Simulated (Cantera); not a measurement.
# Ignition delay

Mixture: 2.39 % C3H8, 14.4 % O2, 73.2 % N2, 10.0 % H2O, equivalence ratio 0.83, at 1000000 Pa, adiabatic and at constant volume. Ignition delay is the time to a rise of 400 K.

Model: GRI-Mech 3.0 (53 species, 325 reactions), integrated in Cantera. GRI-Mech 3.0 was tuned for natural gas; its chemistry of propane as a main component is partial and can be far from experiment.

```json
[
 {"T0 (K)": "1225", "delay (ms)": "1.18"},
 {"T0 (K)": "1300", "delay (ms)": "0.338"},
 {"T0 (K)": "1375", "delay (ms)": "0.110"},
 {"T0 (K)": "1450", "delay (ms)": "0.0417"},
 {"T0 (K)": "1525", "delay (ms)": "0.0181"},
 {"T0 (K)": "1600", "delay (ms)": "0.00900"},
 {"T0 (K)": "1675", "delay (ms)": "0.00501"},
 {"T0 (K)": "1750", "delay (ms)": "0.00308"}
]
```

```
Item                                                    Result
--------------------------------------------------  ----------
apparent activation energy between 1600 and 1750 K  170 kJ/mol
```
